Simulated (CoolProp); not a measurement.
Vapour-liquid equilibrium of R125 (1) + cyclopropane (2) at 285.7 K; x and y are mole fractions of (1).

Computed with CoolProp (multi-fluid Helmholtz-energy mixture model, Lemmon 2005 and Polt 1992; pair parameters Bell 2016). This equation is an older, rougher fit; its heat capacities, sound speeds and derivatives of the liquid may be far off and weren't checked against measurements.

Question: Give the bubble pressure and the first vapour's composition at x = 0.05, 0.35, 0.95. Is there an azeotrope?

Answer: x = 0.05: 6.216 bar, y = 0.199; x = 0.35: 9.233 bar, y = 0.548; x = 0.95: 9.975 bar, y = 0.938. y crosses x between x = 0.65 and 0.8: the model has an azeotrope there.

Pair parameters are fitted to limited data, so mixtures are less certain than the pure fluids.
